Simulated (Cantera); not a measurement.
What does this Cantera script print?

```python
import numpy as np
import cantera as ct

gas_names = [...]  # 109 gases of nasa_gas.yaml made of C, Cl, H, Si
cond_names = """
    C(gr) C6H6(L) C7H8(L) C8H18(L),n-octa Si(cr) Si(L) SiC(b)
""".split()


# ... load() reads the species with a 1 bar reference pressure and builds the phases ...
atoms = {
    'CH3SiCl3': {'C': 1, 'H': 3, 'Si': 1, 'CL': 3},
    'CH4': {'C': 1, 'H': 4},
    'H2': {'H': 2},
}
top_T = {'C(gr)': 4500, 'SiC(b)': 3050}  # K; cautious upper limits of use, not melting points


# ... equilibrate(T, P, feed) seeds the gas with the atoms and calls Mixture.equilibrate('TP', solver="vcs", rtol=1e-11, max_steps=5000) ...
results = []
feed = {'CH3SiCl3': 1, 'CH4': 0.32, 'H2': 65}  # mol
P = 1000  # Pa
for T in [1150, 1300, 1450, 1600, 1750, 1900, 2050, 2200, 2350, 2500]:
    mix = equilibrate(T, P, feed)
    results.append((T, P, feed, dict(zip(mix.species_names, mix.species_moles))))

top = {s: max(r[3][s] / sum(r[3][g] for g in gas_names) for r in results) for s in gas_names}
cols = sorted((s for s in top if top[s] > 0.0001), key=lambda s: -top[s])[:6]
seen = [c for c in cond_names if any(r[3].get(c, 0) > 1e-12 for r in results)]
print("log10 of partial pressures in bar; condensed amounts in mol")
print(f"{'T/K':>10s}" + "".join(f"{s[:9]:>10s}" for s in cols + seen))
for T, P, feed, n in results:
    ng = sum(n[g] for g in gas_names)
    print(f"{T:10.4g}" + "".join(f"{np.log10(max(n[s] / ng * P / 1e5, 1e-99)):10.3f}" for s in cols)
          + "".join(f"{n.get(c, 0):10.4g}" for c in seen))
```

It prints:

```
log10 of partial pressures in bar; condensed amounts in mol
       T/K        H2         H       HCL        Si        CL C2H2,acet     C(gr)    SiC(b)
      1150    -2.020    -8.137    -3.360   -15.615    -9.532    -9.432     0.306    0.9993
      1300    -2.019    -6.966    -3.360   -12.892    -8.380    -8.259    0.3162    0.9988
      1450    -2.019    -6.034    -3.360   -10.737    -7.464    -7.331    0.3198    0.9974
      1600    -2.020    -5.274    -3.361    -8.989    -6.718    -6.580    0.3203     0.995
      1750    -2.020    -4.644    -3.363    -7.544    -6.099    -5.960    0.3133    0.9911
      1900    -2.023    -4.112    -3.368    -6.329    -5.579    -5.441    0.2874     0.982
      2050    -2.030    -3.659    -3.378    -5.295    -5.138    -5.004     0.242    0.9349
      2200    -2.047    -3.273    -3.402    -4.403    -4.766    -4.638    0.3169    0.6044
      2350    -2.082    -2.945    -3.439    -3.992    -4.447    -4.340    0.3575         0
      2500    -2.138    -2.668    -3.501    -3.997    -4.183    -4.214         0         0
```

These are equilibrium values from Cantera (NASA tables, ideal gas, pure condensed phases), not measurements of a reactor. The feed counts by its element totals alone. The tables' values for SiCl are old estimates; treat these amounts as uncertain. Gases not in the tables: Si2H6 and higher silanes.
